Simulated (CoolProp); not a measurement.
Carbon monoxide at several states: fugacity coefficient from the reference equation and from simpler models built on Tc = 132.9 K, pc = 3498 kPa, ω = 0.050; each cubic takes its own stable root.

Computed with CoolProp (reference Helmholtz-energy equation of state, Lemmon 2006). It is a short technical equation, of lower accuracy than the large ones.

```json
[
 {"T (K)": "489.8", "p (kPa)": "11000", "phase": "supercritical", "reference": "1.045"},
 {"T (K)": "438.8", "p (kPa)": "1210", "phase": "gas", "reference": "1.004"},
 {"T (K)": "357.5", "p (kPa)": "166", "phase": "gas", "reference": "1.000"},
 {"T (K)": "238.9", "p (kPa)": "19300", "phase": "supercritical", "reference": "0.8597"}
]
```

Q: How far does each simpler model (van der Waals, Soave-Redlich-Kwong, Peng-Robinson) lie from the reference over these 4 states: mean and median of the absolute difference, and the worst?

A: 
- van der Waals: mean 3.0 %, median 1.6 %, worst -8.5 % at 238.9 K and 19300 kPa
- Soave-Redlich-Kwong: mean 1.2 %, median 0.5 %, worst +3.7 % at 238.9 K and 19300 kPa
- Peng-Robinson: mean 1.3 %, median 0.6 %, worst -4.1 % at 238.9 K and 19300 kPa
